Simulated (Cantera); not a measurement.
Cantera run:

```python
import numpy as np
import cantera as ct

gas_names = """
    H HO2 H2 H2O H2O2 H2S H2SO4 O OH O2 O3 S SH SO SO2 SO3 S2 S2O S8
""".split()
cond_names = """
    H2O(s) H2O(L) H2SO4(L) S(cr1) S(cr2) S(L)
""".split()


# ... load() reads the species with a 1 bar reference pressure and builds the phases ...
atoms = {
    'SO2': {'S': 1, 'O': 2},
    'H2O': {'H': 2, 'O': 1},
    'O2': {'O': 2},
}
top_T = {}  # K; cautious upper limits of use, not melting points


# ... equilibrate(T, P, feed) seeds the gas with the atoms and calls Mixture.equilibrate('TP', solver="vcs", rtol=1e-11, max_steps=5000) ...
results = []
feed = {'SO2': 1, 'H2O': 1.2, 'O2': 0.1}  # mol
P = 1333.22  # Pa
for T in [1800, 1950, 2100, 2250, 2400, 2550, 2700, 2850, 3000]:
    mix = equilibrate(T, P, feed)
    results.append((T, P, feed, dict(zip(mix.species_names, mix.species_moles))))

top = {s: max(r[3][s] / sum(r[3][g] for g in gas_names) for r in results) for s in gas_names}
cols = sorted((s for s in top if top[s] > 1e-06), key=lambda s: -top[s])[:6]
seen = [c for c in cond_names if any(r[3].get(c, 0) > 1e-12 for r in results)]
print("log10 of partial pressures in bar; condensed amounts in mol")
print(f"{'T/K':>10s}" + "".join(f"{s[:9]:>10s}" for s in cols + seen))
for T, P, feed, n in results:
    ng = sum(n[g] for g in gas_names)
    print(f"{T:10.4g}" + "".join(f"{np.log10(max(n[s] / ng * P / 1e5, 1e-99)):10.3f}" for s in cols)
          + "".join(f"{n.get(c, 0):10.4g}" for c in seen))
```

Result:

```
log10 of partial pressures in bar; condensed amounts in mol
       T/K       H2O       SO2         H         O        SO        O2
      1800    -2.161    -2.238    -5.851    -5.534    -5.322    -3.239
      1950    -2.167    -2.241    -5.070    -4.961    -4.656    -3.231
      2100    -2.182    -2.250    -4.411    -4.457    -4.103    -3.200
      2250    -2.216    -2.272    -3.859    -4.000    -3.659    -3.133
      2400    -2.282    -2.319    -3.402    -3.582    -3.316    -3.040
      2550    -2.398    -2.406    -3.029    -3.209    -3.061    -2.950
      2700    -2.596    -2.554    -2.737    -2.891    -2.893    -2.898
      2850    -2.909    -2.786    -2.529    -2.636    -2.812    -2.910
      3000    -3.363    -3.124    -2.406    -2.449    -2.825    -3.007
```

Cantera equilibrium calculation (NASA polynomials, part measured and part estimated; ideal gas, pure solids and liquids).
